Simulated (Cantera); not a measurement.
A perfectly stirred reactor is fed with C2H6 : N2 = 1 : 6.9 (molar parts), at 3.23 Torr; it is held at 1450 K, and followed from long to short residence time.

Cantera simulation using GRI-Mech 3.0 (53 species, 325 reactions); the numbers are that mechanism's predictions, not measurements. GRI-Mech 3.0 stops at C3 and has no aromatics, soot or wall deposition, so with more carbon than oxygen in the feed, carbon stays in small species such as C2H2 where larger ones or solid carbon would form. Radical loss at walls, strong at low pressure, is not modelled.

x: mole fraction; the columns are a selection and need not sum to one.

```
τ (s)     x C2H6    x C2H2    x CH2       x H     x C2H    x HCN    x H2
------  --------  --------  -------  --------  --------  -------  ------
2.5     0.000592    0.0840  7.26e-7  0.000215   1.59e-7  8.18e-7   0.155
1.1      0.00126    0.0777  1.08e-6  0.000228   1.70e-7  5.82e-7   0.142
0.48     0.00270    0.0690  1.60e-6  0.000241   1.79e-7  4.14e-7   0.127
0.21     0.00573    0.0570  2.35e-6  0.000251   1.78e-7  2.98e-7   0.110
0.092        [?]       [?]      [?]  0.000255       [?]      [?]     [?]
0.040     0.0248    0.0255  4.58e-6  0.000245   1.21e-7  1.52e-7  0.0705
0.018     0.0461    0.0119  5.50e-6  0.000219   7.06e-8  1.04e-7  0.0506
0.0077    0.0769   0.00333  5.40e-6  0.000173   2.67e-8  6.22e-8  0.0292
0.0033     0.105  0.000453  3.74e-6  0.000115   5.79e-9  2.96e-8  0.0118
0.0015       [?]       [?]      [?]       [?]  6.46e-10      [?]     [?]
```

### Question
Fill in the missing entries.

### Answer

- 0.092, x C2H6: 0.0121
- 0.092, x C2H2: 0.0420
- 0.092, x CH2: 3.37e-6
- 0.092, x C2H: 1.61e-7
- 0.092, x HCN: 2.16e-7
- 0.092, x H2: 0.0907
- 0.0015, x C2H6: 0.119
- 0.0015, x C2H2: 3.26e-5
- 0.0015, x CH2: 1.73e-6
- 0.0015, x H: 6.29e-5
- 0.0015, x HCN: 9.27e-9
- 0.0015, x H2: 0.00342
